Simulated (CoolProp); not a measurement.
Vapour-liquid equilibrium of toluene (1) + m-xylene (2) at 156.95 °C; x and y are mole fractions of (1).

Values from CoolProp's multi-fluid Helmholtz-energy mixture model, Lemmon 2006 and Zhou 2012; pair parameters Bell 2016.

Question: Give the bubble pressure and the first vapour's composition at x = 0.55, 0.65, 0.75. Is there an azeotrope?

Answer: x = 0.55: 2.544 bar, y = 0.702; x = 0.65: 2.702 bar, y = 0.777; x = 0.75: 2.855 bar, y = 0.845. No azeotrope shows between x = 0.05 and 0.95.

Pair parameters are fitted to limited data, so mixtures are less certain than the pure fluids.
